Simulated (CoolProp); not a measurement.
Vapour-liquid equilibrium of n-pentane (1) + acetone (2) at 296 kPa; x and y are mole fractions of (1).

Model: multi-fluid Helmholtz-energy mixture model, Thol 2019 and Lemmon 2006; pair parameters Bell 2016, in CoolProp.

Task: Give the bubble temperature and the first vapour's composition at x = 0.2, 0.275, 0.875. Is there an azeotrope?

Result: x = 0.2: 74.0 °C, y = 0.467; x = 0.275: 71.5 °C, y = 0.530; x = 0.875: 68.1 °C, y = 0.821. y crosses x between x = 0.65 and 0.725: the model has an azeotrope there.

Pair parameters are fitted to limited data, so mixtures are less certain than the pure fluids.
